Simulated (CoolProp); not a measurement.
Computed with CoolProp (reference Helmholtz-energy equation of state, Lemmon 2016).

Task: For R115, give the phase and the cv (kJ/(kg K)), Joule-Thomson coefficient (K/MPa), isothermal compressibility (1/MPa) at 380.1 K and 761 kPa; 476 K and 761 kPa.

Result: 
- 380.1 K and 761 kPa: gas; cv 0.768, Joule-Thomson coefficient 7.56, isothermal compressibility 1.41
- 476 K and 761 kPa: gas; cv 0.854, Joule-Thomson coefficient 4.13, isothermal compressibility 1.35
